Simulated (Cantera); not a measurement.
Equilibrium for roasting and sulfation: MgCO3 + SO3 + H2O

A closed system holds: 1 mol MgCO3, 2.2 mol SO3, 0.033 mol H2O, held at 1375 °C and 10.0 mbar.

Equilibrium computed with Cantera from the NASA thermochemical tables; the gas is ideal and each condensed phase is pure. Candidate condensed phases: C, C6H6, C7H8, C8H18, H2O, H2SO4, Mg, MgCO3, MgO, Mg(OH)2, MgS, MgSO4, S; 130 gas species. Rates play no part.

```yaml
x(SO2): 0.507
x(O2): 0.254
x(CO2): 0.231
x(H2O): 0.00750
x(SO3): 0.000481
x(OH): 0.000230
x(CO): 0.000169
x(O): 0.000128
x(SO): 3.12e-5
n(MgO(s)): 1.00 mol
gas_amount: 4.333 mol
log10 activity of S(l) (absent): -8.69
log10 activity of Mg(l) (absent): -11.96
log10 activity of C(graphite) (absent): -12.60
```
